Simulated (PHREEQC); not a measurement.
Solution (45 °C): 0.1 mol KCl and 0.0034 mol Sr(NO3)2 per kg of water. Closed to the air; pH follows from the charge balance.

Equilibrium calculation in PHREEQC: ion-association model, wateq4f.dat.

```
Property               Result
--------------  -------------
ionic strength  0.110 mol/kgw
```

```json
[
 {"species": "Cl-", "molality": "0.100", "activity": "0.0750", "log γ": "-0.125"},
 {"species": "K+", "molality": "0.100", "activity": "0.0750", "log γ": "-0.125"},
 {"species": "NO3-", "molality": "0.00680", "activity": "0.00502", "log γ": "-0.132"},
 {"species": "Sr+2", "molality": "0.00340", "activity": "0.00126", "log γ": "-0.432"},
 {"species": "H+", "molality": "2.54e-7", "activity": "2.07e-7", "log γ": "-0.088"},
 {"species": "OH-", "molality": "2.53e-7", "activity": "1.89e-7", "log γ": "-0.127"}
]
```

Precipitation was switched off in this run. Complexes and solids missing from the database can't appear. Constants without temperature data keep their 25 °C values here.
